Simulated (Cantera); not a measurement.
What does this Cantera script print?

```python
import numpy as np
import cantera as ct

gas = ct.Solution("gri30.yaml")
gas.TPX = 2175, 13332, {'CH4': 1, 'H2O': 0.72}
inlet = ct.Reservoir(gas, clone=True)

reactor = ct.IdealGasConstPressureReactor(gas, energy="off", clone=False)
exhaust = ct.Reservoir(gas, clone=True)
tau = [0.49, 0.29, 0.18, 0.11, 0.064, 0.038, 0.023, 0.014, 0.0084][0]
for a, b in ((inlet, reactor), (reactor, exhaust)):
    ct.MassFlowController(a, b, mdot=lambda t: reactor.mass / tau)
net = ct.ReactorNet([reactor])
show = ['CH4', 'H2O', 'HO2', 'CH3', 'CH2O']

rows = []
print(f"{'tau/s':>10s}{'T/K':>9s}" + "".join(f"{s:>11s}" for s in show))
for tau in [0.49, 0.29, 0.18, 0.11, 0.064, 0.038, 0.023, 0.014, 0.0084]:
    net.initial_time = 0.0
    net.advance(30 * tau)
    before = gas.X
    net.advance(40 * tau)
    drift = np.max(np.abs(gas.X - before) / (gas.X + 1e-9))
    rows.append([gas.T, *gas[show].X, drift])
    print(f"{tau:10.3e}{gas.T:9.1f}" + "".join(f"{x:11.3e}" for x in gas[show].X))
```

Result:

```
     tau/s      T/K        CH4        H2O        HO2        CH3       CH2O
 4.900e-01   2175.0  2.423e-03  7.387e-03  3.046e-13  6.369e-04  1.156e-07
 2.900e-01   2175.0  3.273e-03  1.207e-02  7.719e-13  8.282e-04  2.318e-07
 1.800e-01   2175.0  4.319e-03  1.846e-02  1.707e-12  1.051e-03  4.342e-07
 1.100e-01   2175.0  5.761e-03  2.784e-02  3.635e-12  1.344e-03  8.141e-07
 6.400e-02   2175.0  7.910e-03  4.212e-02  7.680e-12  1.758e-03  1.574e-06
 3.800e-02   2175.0  1.071e-02  6.030e-02  1.447e-11  2.273e-03  2.865e-06
 2.300e-02   2175.0  1.429e-02  8.202e-02  2.456e-11  2.905e-03  4.921e-06
 1.400e-02   2175.0  1.895e-02  1.072e-01  3.827e-11  3.697e-03  8.113e-06
 8.400e-03   2175.0  2.530e-02  1.359e-01  5.567e-11  4.732e-03  1.307e-05
```

Cantera simulation using GRI-Mech 3.0 (53 species, 325 reactions); the numbers are that mechanism's predictions, not measurements. GRI-Mech 3.0 stops at C3 and has no aromatics, soot or wall deposition, so with more carbon than oxygen in the feed, carbon stays in small species such as C2H2 where larger ones or solid carbon would form.
